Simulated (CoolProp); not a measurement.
The fluid at 576.99 K and 0.506 MPa expands adiabatically to 0.0403 MPa with isentropic efficiency 0.9. The same conditions are run with several fluids, on thermodynamics alone (safety and materials aside).

Computed with CoolProp (reference Helmholtz-energy equation of state of each fluid (n-undecane: Aleksandrov 2011; n-nonane: Lemmon 2006; toluene: Lemmon 2006; n-heptane: Span 2003; methanol: de Reuck 1993)).

```json
[
 {"fluid": "n-undecane", "work (kJ/kg)": "63.7", "final temperature (K)": "547.1", "final density (kg/m³)": "1.40"},
 {"fluid": "n-nonane", "work (kJ/kg)": "79.4", "final temperature (K)": "543.4", "final density (kg/m³)": "1.15"},
 {"fluid": "toluene", "work (kJ/kg)": "109", "final temperature (K)": "518.1", "final density (kg/m³)": "0.867"},
 {"fluid": "n-heptane", "work (kJ/kg)": "102", "final temperature (K)": "536.2", "final density (kg/m³)": "0.910"},
 {"fluid": "methanol", "work (kJ/kg)": "286", "final temperature (K)": "420.9", "final density (kg/m³)": "0.370"}
]
```
